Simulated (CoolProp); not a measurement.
Nitrogen along the isobar 8.33 bar: Z from the reference equation and from simpler models built on Tc = -147.0 °C, pc = 33.96 bar, ω = 0.037; each cubic takes its own stable root.

The numbers come from the reference Helmholtz-energy equation of state, Span 2000 in CoolProp.

```tsv
T (°C)	phase	reference	van der Waals	Redlich-Kwong	Soave-Redlich-Kwong	Peng-Robinson
-178.25	liquid	0.04106	0.8315	0.04174	0.04186	0.03696
-159.15	gas	0.8784	0.8981	0.8775	0.8772	0.8672
-139.95	gas	0.9275	0.9325	0.9254	0.9256	0.9169
-120.85	gas	0.9533	0.9528	0.9512	0.9523	0.9447
-101.65	gas	0.9688	0.9659	0.9669	0.9686	0.9619
-82.55	gas	0.9787	0.9747	0.9769	0.9790	0.9732
-63.35	gas	0.9854	0.9810	0.9836	0.9861	0.9809
-44.25	gas	0.9900	0.9855	0.9883	0.9909	0.9863
-25.15	gas	0.9933	0.9889	0.9917	0.9944	0.9903
-5.95	gas	0.9958	0.9915	0.9942	0.9969	0.9932
```

At some of these states van der Waals gives the other phase, because its saturation line lies elsewhere.
